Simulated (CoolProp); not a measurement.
Vapour-liquid equilibrium of hydrogen sulfide (1) + propane (2) at 29.7 kPa; x and y are mole fractions of (1).

Values from CoolProp's multi-fluid Helmholtz-energy mixture model, Lemmon 2006 and Lemmon 2009; pair parameters Kunz 2012.

```csv
x,"bubble temperature, mixture model (K)","bubble temperature, Raoult's law (K)","y, mixture model","y, Raoult's law"
0.05,199.2,205.3,0.381,0.115
0.2,[?],202.1,[?],0.383
0.35,[?],199.4,0.726,0.573
0.5,189.0,197.1,0.737,0.715
0.65,188.9,195.2,[?],0.824
0.8,188.9,193.4,[?],0.910
0.95,190.0,191.9,[?],0.980
```

Problem. Fill in the missing entries.

Solution. 
- 0.2, bubble temperature, mixture model (K): 191.0
- 0.2, y, mixture model: 0.671
- 0.35, bubble temperature, mixture model (K): 189.2
- 0.65, y, mixture model: 0.738
- 0.8, y, mixture model: 0.755
- 0.95, y, mixture model: 0.873

The largest gap from Raoult's law is -11.1 K in bubble temperature, at x = 0.2. y crosses x between x = 0.65 and 0.8: the model has an azeotrope there.

The pair parameters rest on a limited set of measurements; away from them the model extrapolates. With so large a gap from Raoult's law the liquid may split in two, which this calculation doesn't test in full.
